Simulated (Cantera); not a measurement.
An isothermal, constant-pressure homogeneous reactor starts with 53.8 % N₂O, 46.2 % O₂, at 1525 K and 12.0 Torr.

Model: GRI-Mech 3.0 (53 species, 325 reactions), integrated in Cantera. GRI-Mech 3.0 was tuned for natural gas; its chemistry of N2O as a main component is partial and can be far from experiment. Radical loss at walls, strong at low pressure, is not modelled. The temperature is held fixed by assumption; the heat of reaction is taken as removed at once.

Predict: x(N₂O) at 100 s; x(O₂) at 100 s; x(N₂) at 100 s; x(NO₂) at 100 s; x(NO) at 100 s.

x(N₂O) at 100 s: 2.85e-6 (gas-phase equilibrium 9.49e-9)
x(O₂) at 100 s: 0.522 (gas-phase equilibrium 0.575)
x(N₂) at 100 s: 0.369 (gas-phase equilibrium 0.423)
x(NO₂) at 100 s: 0.000107 (gas-phase equilibrium 1.74e-6)
x(NO) at 100 s: 0.108 (gas-phase equilibrium 0.00168)
